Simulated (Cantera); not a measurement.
**Stirred combustor or abatement burner**

A perfectly stirred reactor is fed with 6.28 % C₃H₈, 19.6 % O₂, 74.1 % N₂, equivalence ratio 1.6, at 4950 Torr; it is adiabatic with a 375 K inlet, and is followed from long to short residence time, starting on the burning branch (τ in s: 0.17, 0.088, 0.044, 0.022, 0.011, 0.0056, 0.0028, 0.0014, 0.00071, 0.00036, 0.00018, 9e-05, 4.5e-05).

Cantera simulation using GRI-Mech 3.0 (53 species, 325 reactions); the numbers are that mechanism's predictions, not measurements. GRI-Mech 3.0 was tuned for natural gas; its chemistry of propane as a main component is partial and can be far from experiment.

```csv
τ (s),T (K),x C₃H₈,x O₂,x H₂O,x CH₃,x HCO,x C₂H₆
0.17,1956,2.69e-7,6.76e-5,0.133,4.75e-5,4.97e-8,2.61e-7
0.088,1960,5.02e-7,0.000123,0.134,7.30e-5,5.41e-8,5.78e-7
0.044,1963,9.65e-7,0.000227,0.136,0.000110,6.22e-8,1.22e-6
0.022,1966,1.85e-6,0.000410,0.138,0.000159,7.65e-8,2.41e-6
0.011,1968,3.53e-6,0.000720,0.140,0.000225,1.03e-7,4.51e-6
0.0056,1966,6.66e-6,0.00121,0.142,0.000306,1.49e-7,8.02e-6
0.0028,1960,1.28e-5,0.00202,0.143,0.000410,2.37e-7,1.42e-5
0.0014,1947,2.51e-5,0.00332,0.144,0.000540,4.02e-7,2.50e-5
0.00071,1924,5.02e-5,0.00542,0.145,0.000693,7.06e-7,4.48e-5
0.00036,1881,0.000110,0.00924,0.143,0.000868,1.30e-6,8.78e-5
0.00018,1774,0.000362,0.0194,0.137,0.00100,2.84e-6,0.000253
9.0e-5,375,0.0628,0.196,<1e-12,<1e-12,<1e-12,<1e-12
4.5e-5,375,0.0628,0.196,<1e-12,<1e-12,<1e-12,<1e-12
```
x: mole fraction; the columns are a selection and need not sum to one.
